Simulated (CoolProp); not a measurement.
R115 along the isotherm 60.05 °C: Z from the reference equation and from simpler models built on Tc = 80.0 °C, pc = 31.29 bar, ω = 0.248; each cubic takes its own stable root.

Computed with CoolProp (reference Helmholtz-energy equation of state, Lemmon 2016).

```tsv
p (bar)	phase	reference
0.99	gas	0.9874
1.6	gas	0.9795
2.58	gas	0.9666
4.17	gas	0.9449
6.74	gas	0.9077
10.9	gas	0.8404
17.6	gas	0.7003
28.4	liquid	0.1441
45.9	liquid	0.2232
74.2	liquid	0.3455
120	liquid	0.5341
194	liquid	0.8236
313	liquid	1.264
```

Q: How far does each simpler model (van der Waals, Redlich-Kwong, Peng-Robinson) lie from the reference over these 13 states: mean and median of the absolute difference, and the worst?

A: 
- van der Waals: mean 20.9 %, median 8.1 %, worst +58.6 % at 60.05 °C and 28.4 bar
- Redlich-Kwong: mean 4.6 %, median 1.4 %, worst +21.1 % at 60.05 °C and 28.4 bar
- Peng-Robinson: mean 2.9 %, median 1.9 %, worst -9.5 % at 60.05 °C and 313 bar
